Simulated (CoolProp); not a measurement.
Model: reference Helmholtz-energy equation of state, Lemmon 2006, in CoolProp. It is a short technical equation, of lower accuracy than the large ones.

### Question
For hydrogen sulfide, give the phase and the cv (kJ/(kg K)), viscosity (µPa s) at 393.8 K and 548 kPa; 450 K and 548 kPa.

### Answer
- 393.8 K and 548 kPa: gas; cv 0.804, viscosity 16.1
- 450 K and 548 kPa: gas; cv 0.828, viscosity 18.4

Viscosity comes from a separate model (Quiñones-Cisneros 2012).
